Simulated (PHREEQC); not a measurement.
1 kg of water holding 0.02 mol/kgw MgSO4 and 0.05 mol/kgw K2SO4 is evaporated at 25 °C; the solids stay in contact with the brine. No CO2 enters from the air. Solids allowed: Arcanite, Brucite, Epsomite, Hexahydrite, Kieserite, Leonite, Misenite, Schoenite. Others were left out.

The series has 28 steps of water left (kg), from 1 to 0.003395.

Equilibrium calculation in PHREEQC: Pitzer model, pitzer.dat.

Which solids form, in which order, and at which step of the series does each first stand?

Arcanite from water left = 0.06418 kg; Schoenite from water left = 0.01335 kg.
